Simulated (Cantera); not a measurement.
# Transport properties of process gases

Gas mixture: 100 % N₂, at 1600 Pa, frozen composition.

Cantera's kinetic-theory transport with the Lennard-Jones parameters of GRI-Mech 3.0, ideal gas; thermal conductivity in the multicomponent form.

| T (K) | ρ (kg/m³) | cp (J/kg/K) | μ (µPa s) | λ (mW/m/K) | Pr | D (cm²/s) CH₄ | D (cm²/s) NO | D (cm²/s) H |
|---|---|---|---|---|---|---|---|---|
| 400 | 0.0135 | 1047 | 22.3 | 32.9 | 0.710 | 23.6 | 21.5 | 129 |
| 650 | 0.00829 | 1084 | 31.2 | 47.9 | 0.706 | 54.5 | 49.0 | 297 |
| 900 | 0.00599 | 1147 | 38.7 | 62.9 | 0.706 | 94.4 | 84.6 | 515 |
| 1150 | 0.00469 | 1195 | 45.5 | 77.0 | 0.706 | 142 | 127 | 776 |
| 1400 | 0.00385 | 1231 | 51.6 | 90.1 | 0.706 | 197 | 177 | 1080 |
| 1650 | 0.00327 | 1258 | 57.4 | 102 | 0.705 | 259 | 232 | 1410 |
D: mixture-averaged diffusion coefficient of that species in the mixture.
